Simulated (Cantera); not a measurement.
Cantera run, input and output.

```python
import numpy as np
import cantera as ct

gas = ct.Solution("gri30.yaml")
gas.TPX = 350, 76000, {'CO': 1, 'H2': 0.062, 'CH4': 0.18, 'O2': 0.557, 'N2': 2.09}
inlet = ct.Reservoir(gas, clone=True)
gas.equilibrate("HP")  # start burning
reactor = ct.IdealGasConstPressureReactor(gas, energy="on", clone=False)
exhaust = ct.Reservoir(gas, clone=True)
tau = [0.23, 0.091, 0.036, 0.014, 0.0057, 0.0022, 0.00089, 0.00035, 0.00014, 5.5e-05, 2.2e-05, 8.7e-06][0]
for a, b in ((inlet, reactor), (reactor, exhaust)):
    ct.MassFlowController(a, b, mdot=lambda t: reactor.mass / tau)
net = ct.ReactorNet([reactor])
show = ['CO', 'H2', 'CH4', 'O2', 'C2H2']

rows = []
print(f"{'tau/s':>10s}{'T/K':>9s}" + "".join(f"{s:>11s}" for s in show))
for tau in [0.23, 0.091, 0.036, 0.014, 0.0057, 0.0022, 0.00089, 0.00035, 0.00014, 5.5e-05, 2.2e-05, 8.7e-06]:
    net.initial_time = 0.0
    net.advance(30 * tau)
    before = gas.X
    net.advance(40 * tau)
    drift = np.max(np.abs(gas.X - before) / (gas.X + 1e-9))
    rows.append([gas.T, *gas[show].X, drift])
    print(f"{tau:10.3e}{gas.T:9.1f}" + "".join(f"{x:11.3e}" for x in gas[show].X))
```

Result:

```
     tau/s      T/K         CO         H2        CH4         O2       C2H2
 2.300e-01   2160.9  1.622e-01  1.882e-02  2.249e-06  2.018e-04  2.545e-09
 9.100e-02   2149.1  1.623e-01  1.885e-02  3.355e-06  4.015e-04  3.636e-09
 3.600e-02   2129.7  1.626e-01  1.895e-02  5.161e-06  8.091e-04  4.822e-09
 1.400e-02   2097.7  1.633e-01  1.917e-02  8.463e-06  1.604e-03  6.365e-09
 5.700e-03   2050.7  1.644e-01  1.955e-02  1.444e-05  2.891e-03  8.689e-09
 2.200e-03   1979.5  1.662e-01  2.016e-02  2.763e-05  4.927e-03  1.368e-08
 8.900e-04   1891.3  1.682e-01  2.077e-02  5.640e-05  7.488e-03  2.537e-08
 3.500e-04   1783.7  1.714e-01  2.111e-02  1.339e-04  1.097e-02  6.010e-08
 1.400e-04   1662.5  1.804e-01  2.068e-02  3.838e-04  1.701e-02  1.759e-07
 5.500e-05    350.0  2.571e-01  1.594e-02  4.628e-02  1.432e-01 -7.762e-20
 2.200e-05    350.0  2.571e-01  1.594e-02  4.628e-02  1.432e-01  9.962e-22
 8.700e-06    350.0  2.571e-01  1.594e-02  4.628e-02  1.432e-01  5.097e-24
```

Model: GRI-Mech 3.0 (53 species, 325 reactions), integrated in Cantera.
